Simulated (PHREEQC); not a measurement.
Solution (25 °C): 0.036 mol KHCO3 and 0.13 mol Na2CO3 per kg of water. Closed to the air; pH follows from the charge balance.

The numbers come from PHREEQC with the ion-association model, phreeqc.dat.

| quantity | before | after |
|---|---|---|
| ionic strength (mol/kgw) | 0.295 | 0.0375 |
| HCO3- (mol/kgw) | 0.0344 | 0.00397 |
| CO2 (mol/kgw) | 3.42e-6 | 2.25e-7 |

Q: What was changed between the two runs?
A. diluted 100-fold with water
B. Na2CO3 left out
C. diluted 10-fold with water
D. temperature from 25 to 45 °C
E. Na2CO3 replaced by Na2SO4 at the same molality

A: C, diluted 10-fold with water

No solid was allowed to form.
